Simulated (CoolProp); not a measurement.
A single-stage vapour-compression cycle with R115: evaporating at 264.15 K (dew point), condensing at 296.15 K (bubble point), superheat 2 K, subcooling 8 K, compressor efficiency 0.85, no pressure losses. Each further row changes one setting.

The numbers come from the reference Helmholtz-energy equation of state, Lemmon 2016 in CoolProp.

| case | cooling COP | pressure ratio | discharge temperature (K) | refrigerating effect (kJ/kg) | volumetric capacity (kJ/m³) |
|---|---|---|---|---|---|
| as stated | 6.17 | 2.61 | 296.2 | 89.4 | 2270 |
| evaporating temperature 269.15 K | 7.66 | 2.21 | 296.2 | 92.1 | 2740 |
| condensing temperature 291.15 K | 7.58 | 2.28 | 291.3 | 94.7 | 2400 |
| subcooling 13 K | 6.53 | 2.61 | 296.2 | 94.7 | 2400 |
| superheat 12 K | 6.30 | 2.61 | 305.5 | 96.7 | 2330 |
| compressor efficiency 0.75 | 5.44 | 2.61 | 298.1 | 89.4 | 2270 |

The compression ends wet for: as stated; evaporating temperature 269.15 K; subcooling 13 K.
